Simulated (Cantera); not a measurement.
A perfectly stirred reactor is fed with 7.87 % CH₃OH, 19.4 % O₂, 72.8 % N₂, at 0.660 bar; it is adiabatic with a 450 K inlet, and is followed from long to short residence time, starting on the burning branch (τ in s: 0.22, 0.07, 0.023, 0.0074, 0.0024, 0.00077, 0.00025, 8e-05, 2.6e-05, 8.4e-06).

Detailed kinetics in Cantera: GRI-Mech 3.0 (53 species, 325 reactions). GRI-Mech 3.0 was tuned for natural gas; its chemistry of methanol as a main component is partial and can be far from experiment.

One state of this run: T (K) = 1793; x CH₃OH = 1.85e-5; x O₂ = 0.0732; x NO = 1.06e-5; x CO₂ = 0.0719; x H₂O = 0.147; x HCN = 8.39e-10; x H₂O₂ = 2.35e-7. x: mole fraction; the columns are a selection and need not sum to one.

Problem. Which value of τ (s) does it belong to?
A) 2.6e-5
B) 0.0074
C) 8.0e-5
D) 0.0024

Solution. B, 0.0074
